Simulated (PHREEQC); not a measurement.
A PHREEQC speciation (ion-association model, wateq4f.dat) at 80 °C gives pH 1.53 and these molalities:

| species | mol/kgw |
|---|---|
| H3PO4 | 0.215 |
| H+ | 0.0345 |
| H2PO4- | 0.0345 |

Task: What are the element totals, and what could have been dissolved in 1 kg of water to give them?

Result: Several could match; the one computed here: totals P 0.250 mol/kgw, from 0.25 mol/kgw H3PO4.

No solid was allowed to form. H3PO4, which wateq4f.dat lacks, is added to it with the constant of phreeqc.dat. Constants without temperature data keep their 25 °C values here.
